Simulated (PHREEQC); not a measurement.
## Metal-bearing waste water: speciation

Consider water at 25 °C with 66 mmol/kgw Al2(SO4)3, 16 mmol/kgw CaCl2, 0.67 mmol/kgw NaHCO3 and 2 mmol/kgw NaCl. Closed to the air; pH follows from the charge balance.

Model: ion-association model, wateq4f.dat, run in PHREEQC.

Each row changes one thing in this solution. Precipitation was switched off in this run.

| case | pH | ionic strength (mol/kgw) | Na+ (mol/kgw) | AlOH+2 (mol/kgw) | NaSO4- (mol/kgw) | HSO4- (mol/kgw) | SI of Gypsum (CaSO4:2H2O) | SI of Boehmite (AlOOH) |
|---|---|---|---|---|---|---|---|---|
| as made | 4.15 | 0.247 | 0.00252 | 0.000802 | 0.000146 | 0.000112 | +0.11 | +1.08 |
| NaHCO3 from 0.00067 to 0.000335 mol/kgw | 4.01 | 0.246 | 0.00221 | 0.000583 | 0.000128 | 0.000155 | +0.11 | ? |
| NaCl from 0.002 to 0.0022 mol/kgw | 4.15 | 0.247 | 0.00271 | 0.000802 | 0.000157 | 0.000112 | +0.11 | +1.08 |
| temperature from 25 to 20 °C | 4.25 | 0.250 | 0.00252 | 0.000764 | 0.000145 | 8.09e-5 | +0.12 | ? |
| 0.0046 mol/kgw (CH3)4NF added | 4.18 | 0.257 | 0.00252 | 0.000790 | 0.000154 | 0.000111 | +0.12 | ? |
| NaCl left out | 4.15 | 0.244 | 0.000633 | 0.000801 | 3.68e-5 | 0.000112 | +0.11 | +1.08 |

### Question
Some entries are withheld; supply them.

### Answer

- NaHCO3 from 0.00067 to 0.000335 mol/kgw, SI of Boehmite (AlOOH): +0.66
- temperature from 25 to 20 °C, SI of Boehmite (AlOOH): +1.06
- 0.0046 mol/kgw (CH3)4NF added, SI of Boehmite (AlOOH): +1.13

Some of these states are supersaturated (in Basaluminite, Gypsum, for instance). (CH3)4N+ isn't in the database: it is added as a free cation with an ion size of 4 Å. Fluoro complexes past AlF4- and FeF3 are missing from the database.
